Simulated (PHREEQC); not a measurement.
A solution holds 0.0034 mol/kgw CaCl2, at 80 °C. Closed to the air; pH follows from the charge balance.

Equilibrium calculation in PHREEQC: ion-association model, phreeqc.dat.

```tsv
quantity	before	after
pH	6.29	6.29
CaOH+ (mol/kgw)	7.89e-10	1.11e-9
```

Q: Name the change that produced these shifts.
(A) 4.1e-05 mol/kgw Ca(OH)2 added
(B) CaCl2 from 0.0034 to 0.00374 mol/kgw
(C) CaCl2 replaced by CaSO4 at the same molality
(D) CaCl2 from 0.0034 to 0.0051 mol/kgw
(E) 8.1e-05 mol/kgw LiOH added

A: D, CaCl2 from 0.0034 to 0.0051 mol/kgw

This is a speciation only: nothing precipitates in the calculation. Constants without temperature data keep their 25 °C values here.
